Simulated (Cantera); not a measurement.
What does this Cantera script print?

```python
import numpy as np
import cantera as ct

gas_names = [...]  # 87 gases of nasa_gas.yaml made of C, H, Si
cond_names = """
    C(gr) C6H6(L) C7H8(L) C8H18(L),n-octa Si(cr) Si(L) SiC(b)
""".split()


# ... load() reads the species with a 1 bar reference pressure and builds the phases ...
atoms = {
    'SiH4': {'Si': 1, 'H': 4},
    'CH4': {'C': 1, 'H': 4},
    'H2': {'H': 2},
}
top_T = {'C(gr)': 4500, 'SiC(b)': 3050}  # K; cautious upper limits of use, not melting points


# ... equilibrate(T, P, feed) seeds the gas with the atoms and calls Mixture.equilibrate('TP', solver="vcs", rtol=1e-11, max_steps=5000) ...
results = []
feed = {'SiH4': 1, 'CH4': 0.037, 'H2': 3.4}  # mol
T = 2200  # K
P = 910  # Pa
mix = equilibrate(T, P, feed)
results.append((T, P, feed, dict(zip(mix.species_names, mix.species_moles))))
print(gas.report(threshold=1e-05))
for i in range(1, mix.n_phases):
    print(f"{mix.phase(i).name:16s} {mix.phase_moles(i):12.5e} mol")
```

Output:

```
       temperature   2200 K
          pressure   910 Pa
           density   0.00016283 kg/m^3
  mean mol. weight   3.2731 kg/kmol
   phase of matter   gas

                          1 kg             1 kmol
                     ---------------   ---------------
          enthalpy        2.7809e+07         9.102e+07  J
   internal energy         2.222e+07        7.2728e+07  J
           entropy             71419        2.3376e+05  J/K
    Gibbs function       -1.2931e+08       -4.2325e+08  J
 heat capacity c_p             10274             33628  J/K
 heat capacity c_v              7734             25314  J/K

                      mass frac. Y      mole frac. X     chem. pot. / RT
                     ---------------   ---------------   ---------------
    C2H2,acetylene        0.00021091        2.6512e-05           -35.004
                 H          0.017234          0.055961           -12.297
                H2           0.55336           0.89841           -24.595
                Si           0.34768          0.040519           -6.4199
              SiC2        0.00071387        4.4841e-05           -16.829
               SiH          0.014412         0.0016214           -18.717
              SiH2         0.0024634        0.00026786           -31.015
               Si2          0.011135        0.00064884            -12.84
              Si2C          0.049519         0.0023772           -18.044
               Si3         0.0032622        0.00012673            -19.26
     [  +77 minor]        7.9449e-06        1.0043e-06

C(gr)             0.00000e+00 mol
Si(L)             6.89359e-01 mol
SiC(b)            2.21220e-02 mol
```

Method: chemical equilibrium by Gibbs-energy minimisation in Cantera with the NASA 1993 tables (ideal gas, pure condensed phases). Mutual solubility and eutectic melting of coexisting phases are not modelled. Gases not in the tables: Si2H6 and higher silanes.
